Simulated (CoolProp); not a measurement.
Saturated liquid density (kg/m³) of isobutene: the reference equation beside estimates from Tc = 144.9 °C, pc = 4.016 MPa, ω = 0.193. Rackett uses Z = 0.29056 − 0.08775 ω.

The numbers come from the reference Helmholtz-energy equation of state, Lemmon 2005 in CoolProp. It is a short technical equation, of lower accuracy than the large ones.

```
T (°C)  reference  Rackett  van der Waals  Redlich-Kwong  Soave-Redlich-Kwong  Peng-Robinson
------  ---------  -------  -------------  -------------  -------------------  -------------
-16.35      637.0    635.6          395.6          581.4                593.9          670.8
-8.75       628.5    627.0          390.5          572.4                585.7          661.9
-1.15       619.8    618.3          385.2          563.2                577.1          652.6
6.45        610.9    609.4          379.7          553.6                568.1          642.8
14.05       601.9    600.2          374.1          543.7                558.7          632.5
21.55       592.7    591.0          368.4          533.5                549.1          621.9
29.15       583.2    581.3          362.3          522.8                538.8          610.5
36.75       573.4    571.4          356.1          511.7                528.0          598.6
44.35       563.2    561.1          349.6          500.0                516.7          585.9
51.85       552.8    550.6          342.9          488.0                504.9          572.8
59.45       541.8    539.6          335.8          475.3                492.3          558.6
```

Absolute difference from the reference over all 11 rows, mean and median: Rackett 0.3 and 0.3 %, van der Waals 37.9 and 37.9 %, Redlich-Kwong 10.2 and 10.0 %, Soave-Redlich-Kwong 7.6 and 7.4 %, Peng-Robinson 4.6 and 4.9 %.
